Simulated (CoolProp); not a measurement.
CHF3 (R23) along the isobar 253 bar: density (kg/m³) from the reference equation and from simpler models built on Tc = 26.1 °C, pc = 48.32 bar, ω = 0.263; each cubic takes its own stable root.

Computed with CoolProp (reference Helmholtz-energy equation of state, Penoncello 2003).

| T (°C) | phase | reference |
|---|---|---|
| 8.75 | liquid | 1189 |
| 24.85 | liquid | 1127 |
| 40.95 | supercritical | 1062 |
| 57.05 | supercritical | 994.6 |
| 73.15 | supercritical | 926.2 |
| 89.25 | supercritical | 857.9 |
| 105.35 | supercritical | 791.5 |
| 121.35 | supercritical | 729.3 |
| 137.45 | supercritical | 672.2 |
| 153.55 | supercritical | 621.6 |
| 169.65 | supercritical | 577.4 |
| 185.75 | supercritical | 539.2 |
| 201.85 | supercritical | 506.0 |

### Question
How far does each simpler model (van der Waals, Redlich-Kwong) lie from the reference over these 13 states: mean and median of the absolute difference, and the worst?

### Answer
- van der Waals: mean 17.9 %, median 18.6 %, worst -34.4 % at 8.75 °C and 253 bar
- Redlich-Kwong: mean 7.3 %, median 7.6 %, worst -14.0 % at 8.75 °C and 253 bar
